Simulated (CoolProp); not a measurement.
R245fa at 338.2 K and 0.059 MPa is throttled through a valve to 0.0263 MPa with no heat exchange. Each further row changes one setting.

Values from CoolProp's reference Helmholtz-energy equation of state, Akasaka 2015.

```
case                         temperature change (K)  final density (kg/m³)
---------------------------  ----------------------  ---------------------
as stated                                      -0.6                   1.26
outlet pressure 0.00789 MPa                    -0.9                  0.378
outlet pressure 0.0342 MPa                     -0.5                   1.64
```
